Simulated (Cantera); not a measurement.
What does this Cantera script print?

```python
import numpy as np
import cantera as ct

gas_names = """
    H HO2 H2 H2O H2O2 O OH O2 O3
""".split()
cond_names = """
    H2O(s) H2O(L)
""".split()


# ... load() reads the species with a 1 bar reference pressure and builds the phases ...
atoms = {
    'H2O': {'H': 2, 'O': 1},
    'H2': {'H': 2},
}
top_T = {}  # K; cautious upper limits of use, not melting points


# ... equilibrate(T, P, feed) seeds the gas with the atoms and calls Mixture.equilibrate('TP', solver="vcs", rtol=1e-11, max_steps=5000) ...
results = []
feed = {'H2O': 1, 'H2': 1.2}  # mol
T = 2423.15  # K
P = 180  # Pa
mix = equilibrate(T, P, feed)
results.append((T, P, feed, dict(zip(mix.species_names, mix.species_moles))))
x = sorted(zip(gas.X, gas.species_names), reverse=True)
print(f"T = {T:g} K  P = {P:g} Pa  gas = {mix.phase_moles(0):.4g} mol")
print("   x: " + "  ".join(f"{s} {v:.3e}" for v, s in x if v > 0.0001))
print("   condensed (mol): " + ("  ".join(f"{mix.phase(i).name} {mix.phase_moles(i):.4g}"
      for i in range(1, mix.n_phases) if mix.phase_moles(i) > 1e-12) or "none"))
```

Output:

```
T = 2423.15 K  P = 180 Pa  gas = 2.657 mol
   x: H2 3.740e-01  H2O 3.064e-01  H 2.558e-01  OH 3.964e-02  O 1.808e-02  O2 6.120e-03
   condensed (mol): none
```

Equilibrium computed with Cantera from the NASA thermochemical tables; the gas is ideal and each condensed phase is pure.
